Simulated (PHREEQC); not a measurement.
Na2CO3 is added in steps, without added water, to 1 kg of water holding 5.2 mmol/kgw NaCl and 30 mmol/kgw Na2B4O7, at 25 °C. The system is closed to CO2. Only these solids could form: Halite, Nahcolite, Natron, Trona, Borax, Boric_acid,s, NaBO2:4H2O, NaB5O8:5H2O, Teepleite.

Base run: PHREEQC, Pitzer model, pitzer.dat. Each further column changes one thing. The table gives CO3-2 (mol/kgw).

```json
[
 {"Na2CO3 added (mol)": "0", "base": "0", "Na2B4O7 from 0.03 to 0.015 mol/kgw": "0", "NaCl left out": "0", "Na2B4O7 left out": "0", "no solid may form": "0"},
 {"Na2CO3 added (mol)": "0.002812", "base": "0.000443", "Na2B4O7 from 0.03 to 0.015 mol/kgw": "0.000405", "NaCl left out": "0.000438", "Na2B4O7 left out": "___", "no solid may form": "0.000443"},
 {"Na2CO3 added (mol)": "0.004687", "base": "0.000786", "Na2B4O7 from 0.03 to 0.015 mol/kgw": "0.000752", "NaCl left out": "0.000777", "Na2B4O7 left out": "0.00391", "no solid may form": "0.000786"},
 {"Na2CO3 added (mol)": "0.0075", "base": "0.00137", "Na2B4O7 from 0.03 to 0.015 mol/kgw": "0.00140", "NaCl left out": "0.00136", "Na2B4O7 left out": "0.00652", "no solid may form": "0.00137"},
 {"Na2CO3 added (mol)": "0.01031", "base": "0.00204", "Na2B4O7 from 0.03 to 0.015 mol/kgw": "0.00220", "NaCl left out": "0.00203", "Na2B4O7 left out": "0.00917", "no solid may form": "0.00204"},
 {"Na2CO3 added (mol)": "0.01219", "base": "0.00254", "Na2B4O7 from 0.03 to 0.015 mol/kgw": "___", "NaCl left out": "0.00252", "Na2B4O7 left out": "0.0110", "no solid may form": "0.00254"},
 {"Na2CO3 added (mol)": "0.015", "base": "0.00337", "Na2B4O7 from 0.03 to 0.015 mol/kgw": "0.00390", "NaCl left out": "0.00334", "Na2B4O7 left out": "___", "no solid may form": "0.00337"},
 {"Na2CO3 added (mol)": "0.01781", "base": "0.00428", "Na2B4O7 from 0.03 to 0.015 mol/kgw": "0.00513", "NaCl left out": "0.00425", "Na2B4O7 left out": "___", "no solid may form": "0.00428"},
 {"Na2CO3 added (mol)": "0.01969", "base": "0.00493", "Na2B4O7 from 0.03 to 0.015 mol/kgw": "0.00603", "NaCl left out": "0.00490", "Na2B4O7 left out": "0.0182", "no solid may form": "0.00493"},
 {"Na2CO3 added (mol)": "0.0225", "base": "0.00599", "Na2B4O7 from 0.03 to 0.015 mol/kgw": "0.00751", "NaCl left out": "0.00595", "Na2B4O7 left out": "___", "no solid may form": "0.00599"},
 {"Na2CO3 added (mol)": "0.02531", "base": "0.00712", "Na2B4O7 from 0.03 to 0.015 mol/kgw": "0.00913", "NaCl left out": "0.00709", "Na2B4O7 left out": "___", "no solid may form": "0.00712"},
 {"Na2CO3 added (mol)": "0.02719", "base": "0.00793", "Na2B4O7 from 0.03 to 0.015 mol/kgw": "0.0103", "NaCl left out": "0.00789", "Na2B4O7 left out": "0.0254", "no solid may form": "0.00793"},
 {"Na2CO3 added (mol)": "0.03", "base": "0.00920", "Na2B4O7 from 0.03 to 0.015 mol/kgw": "___", "NaCl left out": "0.00916", "Na2B4O7 left out": "0.0282", "no solid may form": "0.00920"}
]
```

Question: Complete the blanks.

Answer: 
- 0.002812, Na2B4O7 left out: 0.00221
- 0.01219, Na2B4O7 from 0.03 to 0.015 mol/kgw: 0.00282
- 0.015, Na2B4O7 left out: 0.0136
- 0.01781, Na2B4O7 left out: 0.0163
- 0.0225, Na2B4O7 left out: 0.0209
- 0.02531, Na2B4O7 left out: 0.0236
- 0.03, Na2B4O7 from 0.03 to 0.015 mol/kgw: 0.0121

 Solids allowed in the column 'NaCl left out': Nahcolite, Natron, Trona, Borax, Boric_acid,s, NaBO2:4H2O, NaB5O8:5H2O. Solids allowed in the column 'Na2B4O7 left out': Halite, Nahcolite, Natron, Trona.
